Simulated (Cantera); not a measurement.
## Premixed flame

A freely propagating, adiabatic, planar premixed flame of 13.0 % CH3OH, 17.6 % O2, 66.5 % N2, 2.98 % CO2, unburnt at 325 K and 22000 Pa; unity-Lewis-number transport, grid criteria slope 0.08 and curve 0.16, no radiation.

Detailed kinetics in Cantera: GRI-Mech 3.0 (53 species, 325 reactions). GRI-Mech 3.0 was tuned for natural gas; its chemistry of methanol as a main component is partial and can be far from experiment. Unity Lewis numbers drop preferential diffusion, which matters most where H2 and H carry the flame. Burning velocities carry a grid error of a few per cent, more on coarse grids.

| z (mm) | T (K) | u (m/s) | x CH3OH | x O2 | x CO2 | x CH3 | x N2O | x CH2O |
|---|---|---|---|---|---|---|---|---|
| -5.61 | 325 | 0.357 | 0.130 | 0.176 | 0.0298 | <1e-8 | <1e-8 | 1.90e-6 |
| -3.74 | 329 | 0.361 | 0.129 | 0.176 | 0.0299 | <1e-8 | <1e-8 | 1.96e-5 |
| -2.81 | 340 | 0.373 | 0.128 | 0.175 | 0.0302 | <1e-8 | <1e-8 | 8.02e-5 |
| -1.87 | 416 | 0.460 | 0.121 | 0.167 | 0.0323 | <1e-8 | <1e-8 | 0.000507 |
| -0.936 | 805 | 0.922 | 0.0815 | 0.127 | 0.0440 | 8.98e-8 | <1e-8 | 0.00282 |
| -0.468 | 1186 | 1.41 | 0.0410 | 0.0860 | 0.0560 | 6.83e-6 | 1.09e-8 | 0.00515 |
| 0 | 1594 | 1.97 | 0.00282 | 0.0419 | 0.0708 | 0.000167 | 1.55e-8 | 0.00237 |
| 0.468 | 1691 | 2.09 | 1.05e-6 | 0.0236 | 0.0847 | 3.04e-6 | 1.63e-8 | 4.59e-6 |
| 0.936 | 1726 | 2.13 | <1e-8 | 0.0194 | 0.0924 | 3.13e-8 | 1.64e-8 | 1.43e-8 |
| 1.87 | 1776 | 2.18 | <1e-8 | 0.0168 | 0.0979 | <1e-8 | 1.60e-8 | <1e-8 |
| 3.74 | 1842 | 2.25 | <1e-8 | 0.0144 | 0.101 | <1e-8 | 1.62e-8 | <1e-8 |
| 7.49 | 1917 | 2.33 | <1e-8 | 0.0115 | 0.104 | <1e-8 | 1.68e-8 | <1e-8 |
| 15.0 | 1990 | 2.40 | <1e-8 | 0.00854 | 0.108 | <1e-8 | 1.73e-8 | <1e-8 |
x: mole fraction of selected species; z is measured from the peak of heat release.

The laminar burning velocity is 35.7 cm/s and the thermal thickness is 1.87 mm. The peak x(CH3) is 0.000167 and the peak x(CH2O) is 0.00573. The grid points is 134.
